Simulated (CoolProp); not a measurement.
Vapour-liquid equilibrium of R125 (1) + fluoroethane (R161) (2) at -86.75 °C; x and y are mole fractions of (1).

The numbers come from the multi-fluid Helmholtz-energy mixture model, Lemmon 2005 and Wu 2012; pair parameters Bell 2016 in CoolProp.

Problem. Give the bubble pressure and the first vapour's composition at x = 0.05, 0.25, 0.45. Is there an azeotrope?

Solution. x = 0.05: 0.05347 bar, y = 0.076; x = 0.25: 0.06231 bar, y = 0.392; x = 0.45: 0.07346 bar, y = 0.630. No azeotrope shows between x = 0.05 and 0.95.

Pair parameters are fitted to limited data, so mixtures are less certain than the pure fluids. The gap from Raoult's law changes sign with composition, which may be real or a fault of the pair parameters; it wasn't checked against measurements.
